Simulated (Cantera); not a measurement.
Cantera with NASA thermochemical tables; ideal gases at 1 bar, condensed phases pure. Values are per mole of reaction as written; species without (g) are pure solids or liquids, kept so even where they would boil at 1 bar. The tables' values for C2F4 are old estimates.

CuF2 + C2F4(g) ⇌ 2 CF3(g) + Cu

| T (K) | ΔH° (kJ) | ΔS° (J/K) | ΔG° (kJ) | log10 K |
|---|---|---|---|---|
| 300 | 256.9 | 185.7 | 201.2 | -35.02 |
| 600 | … | … | … | … |
| 650 | 248.1 | 166.6 | 139.8 | -11.23 |
| 700 | … | … | … | … |
| 750 | … | … | … | … |
| 800 | 243.9 | 160.8 | 115.2 | -7.52 |
| 850 | … | … | … | … |
| 900 | 241.0 | 157.4 | 99.3 | -5.77 |

### Question
What belongs in the gaps?

### Answer

- 600, ΔH° (kJ): 249.5
- 600, ΔS° (J/K): 168.8
- 600, ΔG° (kJ): 148.2
- 600, log10 K: -12.90
- 700, ΔH° (kJ): 246.7
- 700, ΔS° (J/K): 164.6
- 700, ΔG° (kJ): 131.5
- 700, log10 K: -9.81
- 750, ΔH° (kJ): 245.3
- 750, ΔS° (J/K): 162.6
- 750, ΔG° (kJ): 123.3
- 750, log10 K: -8.59
- 850, ΔH° (kJ): 242.4
- 850, ΔS° (J/K): 159.1
- 850, ΔG° (kJ): 107.2
- 850, log10 K: -6.59
